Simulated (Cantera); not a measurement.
Input: 1 mol Si, 0.0054 mol O2, 340 mol H2, held at 998.15 K and 100 Torr.

Equilibrium computed with Cantera from the NASA thermochemical tables; the gas is ideal and each condensed phase is pure. Candidate condensed phases: H2O, Si, SiO2; 18 gas species. Equilibrium is a limit: real reactors are often held back by kinetics, nucleation or transport.

What is the equilibrium state?


- x(H2) = 1.00
- n(Si(s)) = 0.995 mol
- n(SiO2(β-quartz)) = 0.00540 mol
- gas amount = 340.0 mol
